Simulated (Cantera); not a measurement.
Charge: 1 mol SiHCl₃, 61 mol N₂.

These are equilibrium values from Cantera (NASA tables, ideal gas, pure condensed phases), not measurements of a reactor. Candidate condensed phases: NH₄Cl, Si, Si₃N₄; 28 gas species. N₂ is the only nitrogen source here; it is nearly inert below about 1500 K, so the nitride shown seldom forms there in practice. The tables' values for SiCl₃ are old estimates. The numbers say what is thermodynamically allowed, not how fast it happens.

Task: What condenses at these points (T in K, P in Pa): (1398, 100000); (1598, 1200); (1298, 11000); (1698, 3700); (1398, 140)?

Result: 
```json
[
 {"T (K)": "1398", "P in Pa": "100000", "condensed phases": "Si₃N₄", "Si condensed (%)": "45.7"},
 {"T (K)": "1598", "P in Pa": "1200", "condensed phases": "gas only", "Si condensed (%)": "0.0"},
 {"T (K)": "1298", "P in Pa": "11000", "condensed phases": "Si₃N₄", "Si condensed (%)": "46.4"},
 {"T (K)": "1698", "P in Pa": "3700", "condensed phases": "gas only", "Si condensed (%)": "0.0"},
 {"T (K)": "1398", "P in Pa": "140", "condensed phases": "Si₃N₄", "Si condensed (%)": "0.1"}
]
```
